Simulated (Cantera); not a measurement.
What does this Cantera script print?

```python
import numpy as np
import cantera as ct

gas_names = """
    CL CL2 H HCL H2 Si SiCL SiCL2 SiCL3 SiCL4 SiH SiHCL3 SiH2 SiH2CL2 SiH3 SiH3CL SiH4 Si2 Si3
""".split()
cond_names = """
    Si(cr) Si(L)
""".split()


# ... load() reads the species with a 1 bar reference pressure and builds the phases ...
atoms = {
    'SiH4': {'Si': 1, 'H': 4},
    'HCl': {'H': 1, 'CL': 1},
    'H2': {'H': 2},
}
top_T = {}  # K; cautious upper limits of use, not melting points


# ... equilibrate(T, P, feed) seeds the gas with the atoms and calls Mixture.equilibrate('TP', solver="vcs", rtol=1e-11, max_steps=5000) ...
results = []
T = 1223.15  # K
P = 9000  # Pa
for m in [74, 140, 200, 270, 330, 400, 460, 530, 590, 660, 720, 790, 850]:
    feed = {'SiH4': 1, 'HCl': 2.2, 'H2': m}  # mol
    mix = equilibrate(T, P, feed)
    results.append((T, P, feed, dict(zip(mix.species_names, mix.species_moles))))
    x = sorted(zip(gas.X, gas.species_names), reverse=True)
    print(f"T = {T:g} K  P = {P:g} Pa  n(H2) = {m:g} mol  gas = {mix.phase_moles(0):.4g} mol")
    print("   x: " + "  ".join(f"{s} {v:.3e}" for v, s in x if v > 0.001))
    print("   condensed (mol): " + ("  ".join(f"{mix.phase(i).name} {mix.phase_moles(i):.4g}"
          for i in range(1, mix.n_phases) if mix.phase_moles(i) > 1e-12) or "none"))
```

Output:

```
T = 1223.15 K  P = 9000 Pa  n(H2) = 74 mol  gas = 78.14 mol
   x: H2 9.750e-01  HCL 2.281e-02  SiCL2 1.299e-03
   condensed (mol): Si(cr) 0.832
T = 1223.15 K  P = 9000 Pa  n(H2) = 140 mol  gas = 144.2 mol
   x: H2 9.856e-01  HCL 1.379e-02
   condensed (mol): Si(cr) 0.9073
T = 1223.15 K  P = 9000 Pa  n(H2) = 200 mol  gas = 204.2 mol
   x: H2 9.896e-01  HCL 1.008e-02
   condensed (mol): Si(cr) 0.9352
T = 1223.15 K  P = 9000 Pa  n(H2) = 270 mol  gas = 274.2 mol
   x: H2 9.922e-01  HCL 7.650e-03
   condensed (mol): Si(cr) 0.9523
T = 1223.15 K  P = 9000 Pa  n(H2) = 330 mol  gas = 334.2 mol
   x: H2 9.935e-01  HCL 6.337e-03
   condensed (mol): Si(cr) 0.9611
T = 1223.15 K  P = 9000 Pa  n(H2) = 400 mol  gas = 404.2 mol
   x: H2 9.946e-01  HCL 5.277e-03
   condensed (mol): Si(cr) 0.968
T = 1223.15 K  P = 9000 Pa  n(H2) = 460 mol  gas = 464.2 mol
   x: H2 9.953e-01  HCL 4.615e-03
   condensed (mol): Si(cr) 0.9722
T = 1223.15 K  P = 9000 Pa  n(H2) = 530 mol  gas = 534.2 mol
   x: H2 9.959e-01  HCL 4.025e-03
   condensed (mol): Si(cr) 0.9759
T = 1223.15 K  P = 9000 Pa  n(H2) = 590 mol  gas = 594.2 mol
   x: H2 9.963e-01  HCL 3.628e-03
   condensed (mol): Si(cr) 0.9784
T = 1223.15 K  P = 9000 Pa  n(H2) = 660 mol  gas = 664.2 mol
   x: H2 9.967e-01  HCL 3.253e-03
   condensed (mol): Si(cr) 0.9806
T = 1223.15 K  P = 9000 Pa  n(H2) = 720 mol  gas = 724.2 mol
   x: H2 9.970e-01  HCL 2.988e-03
   condensed (mol): Si(cr) 0.9823
T = 1223.15 K  P = 9000 Pa  n(H2) = 790 mol  gas = 794.2 mol
   x: H2 9.972e-01  HCL 2.729e-03
   condensed (mol): Si(cr) 0.9838
T = 1223.15 K  P = 9000 Pa  n(H2) = 850 mol  gas = 854.2 mol
   x: H2 9.974e-01  HCL 2.540e-03
   condensed (mol): Si(cr) 0.9849
```

These are equilibrium values from Cantera (NASA tables, ideal gas, pure condensed phases), not measurements of a reactor. The tables' values for SiCl3 are old estimates; treat these amounts as uncertain.
